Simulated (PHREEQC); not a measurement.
Consider water at 25 °C with 0.015 mol/kgw ZnSO4 and 0.00058 mol/kgw NiCl2. Closed to the air; pH follows from the charge balance.

Computed with PHREEQC (ion-association model, wateq4f.dat).

Precipitation was switched off in this run.

Task: Order these Zn species by the share of Zn that they hold, largest first: ZnSO4, ZnCl+, Zn(SO4)2-2, Zn+2.

Result: Zn+2 (64 %), ZnSO4 (34 %), Zn(SO4)2-2 (2.5 %), ZnCl+ (0.10 %)

Task: Order these S species by the share of S that they hold, largest first: Zn(SO4)2-2, SO4-2, NiSO4, ZnSO4.

Result: SO4-2 (60 %), ZnSO4 (34 %), Zn(SO4)2-2 (5.1 %), NiSO4 (1.1 %)

The pH is 5.70 and the ionic strength 0.0393 mol/kgw. Species that the database lacks are ignored.
